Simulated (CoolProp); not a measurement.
A closed Brayton cycle with carbon dioxide: compressor inlet 314.15 K and 8.6 MPa, high pressure 16.5 MPa, turbine inlet 715 K, compressor efficiency 0.89, turbine efficiency 0.85, recuperator effectiveness 0.8 (on enthalpy, no pinch check). Each further row changes one setting.

Computed with CoolProp (reference Helmholtz-energy equation of state, Span 1996).

| case | thermal efficiency (%) | net work (kJ/kg) | compressor to turbine work | compressor exit (K) | turbine exit (K) |
|---|---|---|---|---|---|
| as stated | 21.9 | 49.5 | 0.30 | 354.5 | 646.2 |
| turbine inlet 665 K | 20.9 | 43.7 | ? | 354.5 | 598.7 |
| compressor inlet 324.15 K | 21.4 | ? | ? | 375.4 | 646.2 |
| high pressure 14 MPa | ? | ? | ? | 344.3 | 663.3 |
| recuperator effectiveness 0.5 | 15.0 | 49.5 | 0.30 | 354.5 | 646.2 |

### Question
Complete the blanks.

### Answer

- turbine inlet 665 K, compressor to turbine work: 0.33
- compressor inlet 324.15 K, net work (kJ/kg): 42.3
- compressor inlet 324.15 K, compressor to turbine work: 0.40
- high pressure 14 MPa, thermal efficiency (%): 18.8
- high pressure 14 MPa, net work (kJ/kg): 38.5
- high pressure 14 MPa, compressor to turbine work: 0.28
